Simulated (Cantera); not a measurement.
A closed system holds: 1 mol CF₄, 0.38 mol HCl, at 2123.15 K and 3.70 Pa.

Cantera equilibrium calculation (NASA polynomials, part measured and part estimated; ideal gas, pure solids and liquids). The numbers say what is thermodynamically allowed, not how fast it happens.

```tsv
species	before	after
F	0.758	0.425
Cl	0.0914	0.277
HF	0.0914	0.277
CF₂	0.0530	0.0167
HCl	9.89e-6	0.000162
CF₄	0.000123	1.22e-5
CF₃	9.51e-5	1.68e-5
H	2.77e-5	0.000149
CF	0.00622	0.00349
C₃	1.30e-5	1.30e-5
C(graphite), mol	0.753	0.890
```
Gas species are given as mole fractions.

Q: Name the change that produced these shifts.
(A) pressure from 3.70 Pa to 1.10 Pa
(B) HCl from 0.38 to 0.018 mol
(C) temperature from 2123.15 K to 2650 K
(D) HCl from 0.38 to 1.5 mol

A: D, HCl from 0.38 to 1.5 mol
